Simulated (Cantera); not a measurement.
# Catalytic combustion on Pt

An isothermal plug-flow reactor at 925 K and 2.70 bar (inlet), inlet velocity 0.81 m/s, active area per volume 2000 1/m; feed H2 : O2 : N2 = 0.023 : 0.055 : 0.79 (molar parts), equivalence ratio 0.21.

Model: Deutschmann's 1995 Pt surface mechanism with GRI-Mech 3.0 gas chemistry, integrated in Cantera. Catalytic surfaces can have several steady states; this one follows from the mechanism file's or the stated starting coverage. Mass transfer to the wall is taken as infinitely fast.

```json
[
 {"z (m)": "5.9e-05", "x H2": "0.00400", "x O2": "0.0527", "x H2O": "0.0228", "θ free Pt": "0.187", "θ O*": "0.807", "θ OH*": "0.00600"},
 {"z (m)": "0.00011", "x H2": "0.00191", "x O2": "0.0517", "x H2O": "0.0249", "θ free Pt": "0.140", "θ O*": "0.854", "θ OH*": "0.00546"},
 {"z (m)": "0.00019", "x H2": "0.000746", "x O2": "0.0511", "x H2O": "0.0261", "θ free Pt": "0.121", "θ O*": "0.874", "θ OH*": "0.00519"},
 {"z (m)": "0.00033", "x H2": "0.000169", "x O2": "0.0509", "x H2O": "0.0267", "θ free Pt": "0.113", "θ O*": "0.882", "θ OH*": "0.00506"},
 {"z (m)": "0.00059", "x H2": "1.19e-5", "x O2": "0.0508", "x H2O": "0.0268", "θ free Pt": "0.111", "θ O*": "0.884", "θ OH*": "0.00503"},
 {"z (m)": "0.0011", "x H2": "6.71e-8", "x O2": "0.0508", "x H2O": "0.0269", "θ free Pt": "0.110", "θ O*": "0.884", "θ OH*": "0.00503"},
 {"z (m)": "0.0019", "x H2": "3.16e-11", "x O2": "0.0508", "x H2O": "0.0269", "θ free Pt": "0.110", "θ O*": "0.884", "θ OH*": "0.00503"},
 {"z (m)": "0.0033", "x H2": "1.16e-11", "x O2": "0.0508", "x H2O": "0.0269", "θ free Pt": "0.110", "θ O*": "0.884", "θ OH*": "0.00503"},
 {"z (m)": "0.0059", "x H2": "1.16e-11", "x O2": "0.0508", "x H2O": "0.0269", "θ free Pt": "0.110", "θ O*": "0.884", "θ OH*": "0.00503"}
]
```
x: gas mole fraction; θ: surface coverage.
